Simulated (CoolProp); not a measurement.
Vapour-liquid equilibrium of R125 (1) + R143a (2) at 224.3 K; x and y are mole fractions of (1).

Computed with CoolProp (multi-fluid Helmholtz-energy mixture model, Lemmon 2005 and Lemmon and Jacobsen 2000; pair parameters Lemmon 2004).

```csv
x,bubble pressure (kPa),y at the bubble point,dew pressure at overall composition x (kPa),liquid density (mol/L)
0.05,93.28,0.045,93.22,13.86
0.2,92.03,0.190,91.97,13.66
0.35,91.46,0.347,91.45,13.47
0.5,91.64,0.509,91.61,13.27
0.65,92.59,0.669,92.43,13.08
0.8,94.30,0.821,94.01,12.89
0.95,96.67,0.958,96.50,12.70
```

y crosses x between x = 0.35 and 0.5: the model has an azeotrope there.

Pair parameters are fitted to limited data, so mixtures are less certain than the pure fluids.
